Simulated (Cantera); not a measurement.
A closed system holds: 1 mol Ta2O5, 0.63 mol C, 0.17 mol H2, held at 133 Pa.

Cantera equilibrium calculation (NASA polynomials, part measured and part estimated; ideal gas, pure solids and liquids). Candidate condensed phases: C, C6H6, C7H8, C8H18, H2O, Ta, TaC, Ta2O5; 113 gas species. Mutual solubility and eutectic melting of coexisting phases are not modelled. TaC: taken at fixed stoichiometry. Condensed phases not in the tables: Ta2C. The numbers say what is thermodynamically allowed, not how fast it happens.

At 1600 °C, list the 5 most abundant gas species with their mole fractions, and the condensed phases.

CO 0.722, H2 0.268, H 0.00915, H2O 0.000308, CO2 0.000202. Condensed: TaC(s) + Ta2O5(s).
